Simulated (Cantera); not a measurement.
**TiO₂ + CH₄ + CO (carbothermic reduction)**

Feed: 1 mol TiO₂, 4.8 mol CH₄, 0.19 mol CO, held at 1400 K and 9.40 bar.

Method: chemical equilibrium by Gibbs-energy minimisation in Cantera with the NASA 1993 tables (ideal gas, pure condensed phases). Candidate condensed phases: C, C₆H₆, C₇H₈, C₈H₁₈, H₂O, Ti, TiC, TiO, TiO₂, Ti₂O₃, Ti₃O₅, Ti₄O₇; 113 gas species. Mutual solubility and eutectic melting of coexisting phases are not modelled. Condensed phases not in the tables: Magnéli phases beyond Ti₄O₇. The numbers say what is thermodynamically allowed, not how fast it happens.

```
Property                                 Result
-----------------------------------  ----------
x(H₂)                                     0.916
x(CO)                                    0.0487
x(CH₄)                                   0.0340
x(H₂O)                                  0.00156
x(CO₂)                                  3.83e-5
x(C₂H₄)                                 1.65e-5
x(C₂H₆)                                 2.81e-6
x(C₂H₂ (acetylene))                     2.31e-6
x(H)                                    1.52e-6
n(C(graphite))                         4.18 mol
n(Ti₃O₅(s))                           0.204 mol
n(Ti₄O₇(s))                          0.0971 mol
gas amount                            9.743 mol
log10 activity of Ti₂O₃(s) (absent)       -0.33
log10 activity of Ti(β) (absent)          -7.73
```
